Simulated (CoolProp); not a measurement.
The fluid at 293.15 K and 8.79 MPa flows at 0.1 m/s in a round tube of 1 mm bore and 0.25 µm roughness, fully developed (64/Re and Nu = 3.66 if laminar; Colebrook and Gnielinski if turbulent). The same conditions are run with several fluids, on thermodynamics alone (safety and materials aside).

Values from CoolProp's reference Helmholtz-energy equation of state of each fluid (R134a: Tillner-Roth 1994; n-decane: Lemmon 2006; R407C: Lemmon 2003; ethylbenzene: Zhou 2012; water: Wagner 2002). Blends and air are pseudo-pure fits.

Task: Rank R134a, n-decane, R407C, ethylbenzene, water by Reynolds number, highest first.

Result: R407C (649), R134a (537), ethylbenzene (125), water (100), n-decane (72.9)

| fluid | Darcy friction factor | pressure drop (Pa/m) | heat-transfer coefficient (W/(m² K)) | mass flow (kg/h) |
|---|---|---|---|---|
| R134a | 0.119 | 754 | 325 | 0.357 |
| n-decane | 0.878 | 3240 | 491 | 0.208 |
| R407C | 0.0986 | 593 | 337 | 0.340 |
| ethylbenzene | 0.511 | 2230 | 481 | 0.247 |
| water | 0.638 | 3200 | 2210 | 0.283 |

Transport values come from each fluid's own correlations; those of R134a, ethylbenzene are estimates that may be off by 10 % or more.
